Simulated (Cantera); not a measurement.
A closed system holds: 1 mol Si, 0.42 mol H2, held at 750 Torr.

Cantera equilibrium calculation (NASA polynomials, part measured and part estimated; ideal gas, pure solids and liquids). Candidate condensed phases: Si; 9 gas species. Gases not in the tables: Si2H6 and higher silanes. Kinetics and transport are ignored.

x: gas mole fraction; n: condensed amount in mol.

```json
[
 {"T (K)": "500", "x H2": "1.00", "x H": "<1e-12", "x SiH2": "<1e-12", "x SiH4": "1.93e-8", "x SiH": "<1e-12", "x Si": "<1e-12", "n Si(s)": "1.00", "n Si(l)": "0"},
 {"T (K)": "700", "x H2": "1.00", "x H": "<1e-12", "x SiH2": "<1e-12", "x SiH4": "…", "x SiH": "<1e-12", "x Si": "<1e-12", "n Si(s)": "1.00", "n Si(l)": "0"},
 {"T (K)": "900", "x H2": "1.00", "x H": "1.17e-10", "x SiH2": "3.71e-12", "x SiH4": "3.02e-7", "x SiH": "<1e-12", "x Si": "<1e-12", "n Si(s)": "1.00", "n Si(l)": "0"},
 {"T (K)": "1100", "x H2": "1.000", "x H": "…", "x SiH2": "…", "x SiH4": "…", "x SiH": "<1e-12", "x Si": "<1e-12", "n Si(s)": "1.00", "n Si(l)": "0"},
 {"T (K)": "1300", "x H2": "1.000", "x H": "1.11e-6", "x SiH2": "7.65e-8", "x SiH4": "7.74e-7", "x SiH": "3.59e-10", "x Si": "4.33e-11", "n Si(s)": "1.00", "n Si(l)": "0"},
 {"T (K)": "1500", "x H2": "1.000", "x H": "1.76e-5", "x SiH2": "1.50e-6", "x SiH4": "1.03e-6", "x SiH": "3.38e-8", "x Si": "1.05e-8", "n Si(s)": "1.000", "n Si(l)": "0"},
 {"T (K)": "1700", "x H2": "1.000", "x H": "0.000147", "x SiH2": "1.42e-5", "x SiH4": "1.25e-6", "x SiH": "1.05e-6", "x Si": "6.79e-7", "n Si(s)": "0", "n Si(l)": "1.000"}
]
```

Task: Complete the blanks.

Result: 
- 700, x SiH4: 1.21e-7
- 1100, x H: 2.59e-8
- 1100, x SiH2: 1.32e-9
- 1100, x SiH4: 5.28e-7
